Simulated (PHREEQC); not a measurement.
Model water analysis in mg/kgw, 25 °C, pH 2.41, pe 12.8:

```
constituent  mg/kgw
-----------  ------
Na              108
K              3.44
Ca              110
Mg             12.8
Cl             38.2
S(6) as SO4    1240
Zn            0.606
Al             2.12
```

Valence states are taken as typed.

Model: ion-association model, phreeqc.dat, run in PHREEQC.

This is a speciation only: nothing precipitates in the calculation.

Q: Order these Al species by the share of Al that they hold, largest first: Al(SO4)2-, AlSO4+, Al+3.

A: AlSO4+ (75 %), Al+3 (13 %), Al(SO4)2- (12 %)

Q: Order these S species by the share of S that they hold, largest first: CaSO4, HSO4-, NaSO4-, SO4-2, MgSO4.

A: SO4-2 (73 %), HSO4- (17 %), CaSO4 (6.8 %), MgSO4 (1.6 %), NaSO4- (0.88 %)

The pH is 2.41 and the ionic strength 0.0295 mol/kgw.
